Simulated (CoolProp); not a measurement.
Ethanol at several states: fugacity coefficient from the reference equation and from simpler models built on Tc = 514.7 K, pc = 6.268 MPa, ω = 0.644; each cubic takes its own stable root.

Values from CoolProp's reference Helmholtz-energy equation of state, Schroeder 2014.

| T (K) | p (MPa) | phase | reference | van der Waals | Redlich-Kwong | Soave-Redlich-Kwong |
|---|---|---|---|---|---|---|
| 256.7 | 0.382 | liquid | 0.001223 | 0.4349 | 0.03602 | 0.0009102 |
| 586.6 | 3.02 | gas | 0.9247 | 0.8975 | 0.8913 | 0.9101 |
| 335.3 | 1.74 | liquid | 0.03004 | 0.4567 | 0.1645 | 0.03015 |
